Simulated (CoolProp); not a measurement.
Ethane along the isobar 51.9 bar: fugacity coefficient from the reference equation and from simpler models built on Tc = 305.3 K, pc = 48.72 bar, ω = 0.099; each cubic takes its own stable root.

Computed with CoolProp (reference Helmholtz-energy equation of state, Bücker 2006).

| T (K) | phase | reference | van der Waals | Redlich-Kwong |
|---|---|---|---|---|
| 270.5 | liquid | 0.3680 | 0.4795 | 0.3896 |
| 293.5 | liquid | 0.5410 | 0.6050 | 0.5546 |
| 316.5 | supercritical | 0.6877 | 0.7071 | 0.6858 |
| 339.5 | supercritical | 0.7547 | 0.7595 | 0.7492 |
| 362.5 | supercritical | 0.8027 | 0.7982 | 0.7953 |
| 385.5 | supercritical | 0.8395 | 0.8287 | 0.8310 |
| 408.5 | supercritical | 0.8686 | 0.8535 | 0.8593 |
| 431.5 | supercritical | 0.8919 | 0.8739 | 0.8822 |
| 454.5 | supercritical | 0.9110 | 0.8910 | 0.9010 |
| 477.5 | supercritical | 0.9266 | 0.9054 | 0.9165 |
| 500.5 | supercritical | 0.9396 | 0.9176 | 0.9295 |
| 523.6 | supercritical | 0.9505 | 0.9281 | 0.9404 |
